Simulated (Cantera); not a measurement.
Input: 1 mol Si₃N₄, 1.6 mol NF₃, 17 mol H₂O, held at 1625 K and 200 Pa.

These are equilibrium values from Cantera (NASA tables, ideal gas, pure condensed phases), not measurements of a reactor. Candidate condensed phases: H₂O, Si, SiO₂, Si₂N₂O, Si₃N₄; 58 gas species. The tables hold silica as quartz up to 1696 K and as liquid above; real silica turns to tridymite and cristobalite and melts near 1996 K. Rates play no part.

Base state: H₂O 0.495, HF 0.216, H₂ 0.162, N₂ 0.126, H 0.000635, OH 8.18e-5 (mole fractions); condensed: SiO₂(β-quartz).

### Question
What changes in the equilibrium state with this change: NF₃ from 1.6 to 6.5 mol?

### Answer
```
species                before     after
-------------------  --------  --------
HF                      0.216     0.575
H₂O                     0.495     0.214
N₂                      0.126     0.155
H₂                      0.162  0.000181
O₂                    3.68e-7    0.0549
SiF₄                  5.25e-7  0.000141
NO                    1.14e-6  0.000487
O                     2.64e-7  0.000102
H                    0.000635   2.12e-5
OH                    8.18e-5   0.00106
SiO₂(β-quartz), mol      3.00      3.00
```
